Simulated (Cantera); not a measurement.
An isothermal, constant-pressure homogeneous reactor starts with CH₄ : H₂ = 0.047 : 1 (molar parts), at 2075 K and 10.00 Torr.

Cantera simulation using GRI-Mech 3.0 (53 species, 325 reactions); the numbers are that mechanism's predictions, not measurements. GRI-Mech 3.0 stops at C3 and has no aromatics, soot or wall deposition, so with more carbon than oxygen in the feed, carbon stays in small species such as C2H2 where larger ones or solid carbon would form. Radical loss at walls, strong at low pressure, is not modelled.

x: mole fraction; the columns are a selection and need not sum to one.

```tsv
t (s)	x CH₄	x H₂	x C₂H₄	x C₂H₆	x H	x CH₂
8.00e-5	0.0448	0.955	1.03e-8	2.07e-9	9.74e-5	7.76e-9
0.000180	0.0447	0.955	1.36e-7	1.75e-8	0.000220	4.85e-8
0.000404	0.0444	0.955	1.57e-6	1.09e-7	0.000495	2.70e-7
0.000909	0.0438	0.954	1.53e-5	5.38e-7	0.00111	1.34e-6
0.00204	0.0422	0.953	9.94e-5	2.05e-6	0.00249	5.92e-6
0.00460	0.0371	0.952	0.000258	4.61e-6	0.00513	1.90e-5
0.0103	(withheld)	0.956	(withheld)	(withheld)	(withheld)	(withheld)
0.0232	(withheld)	0.962	(withheld)	(withheld)	(withheld)	(withheld)
0.0522	0.00367	0.965	1.03e-5	1.13e-7	0.0115	1.22e-5
0.117	0.000985	0.964	2.54e-6	9.98e-9	0.0142	5.40e-6
0.264	0.000257	0.961	1.56e-6	8.03e-10	0.0171	2.12e-6
0.594	7.19e-5	0.959	1.33e-6	7.28e-11	0.0201	8.27e-7
1.33	2.64e-5	0.957	1.23e-6	1.13e-11	0.0222	3.73e-7
3.00	1.83e-5	0.956	1.21e-6	5.92e-12	0.0227	2.72e-7
```

Question: Fill in the missing entries.

Answer: 
- 0.0103, x CH₄: 0.0246
- 0.0103, x C₂H₄: 0.000195
- 0.0103, x C₂H₆: 3.34e-6
- 0.0103, x H: 0.00769
- 0.0103, x CH₂: 2.78e-5
- 0.0232, x CH₄: 0.0112
- 0.0232, x C₂H₄: 5.65e-5
- 0.0232, x C₂H₆: 8.54e-7
- 0.0232, x H: 0.00932
- 0.0232, x CH₂: 2.14e-5
